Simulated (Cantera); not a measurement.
# CO2 + SO2 + H2 (abatement and gas-phase synthesis)

A closed system holds: 1 mol CO2, 0.068 mol SO2, 12 mol H2, at 0.100 bar.

Equilibrium computed with Cantera from the NASA thermochemical tables; the gas is ideal and each condensed phase is pure. Candidate condensed phases: C, C6H6, C7H8, C8H18, H2O, H2SO4, S; 123 gas species. Kinetics and transport are ignored.

```
T (°C)  log p H2  log p H2O  log p CH4  log p CO  log p CO2
------  --------  ---------  ---------  --------  ---------
227        -1.15      -1.71      -2.04    -10.35      -8.77
277        -1.15      -1.71      -2.04     -8.30      -7.11
327        -1.15      -1.71      -2.04     -6.59      -5.70
377        -1.15      -1.71      -2.04     -5.13      -4.50
427        -1.14      -1.73      -2.07     -3.93      -3.54
477        -1.12      -1.81      -2.17     -3.07      -2.96
527        -1.10      -1.94      -2.42     -2.56      -2.77
577        -1.08      -2.06      -2.86     -2.31      -2.80
627        -1.08      -2.11      -3.46     -2.22      -2.88
677        -1.08      -2.11      -4.11     -2.18      -2.97
727        -1.08      -2.10      -4.72     -2.17      -3.04
777        -1.08      -2.10      -5.28     -2.16      -3.11
827        -1.08      -2.09      -5.79     -2.15      -3.18
```
log p: log10 of the partial pressure in bar; nothing condenses.

From 227 °C to 827 °C nothing is condensed. The main C-bearing gas is CH4 at 227 °C and CO at 827 °C.
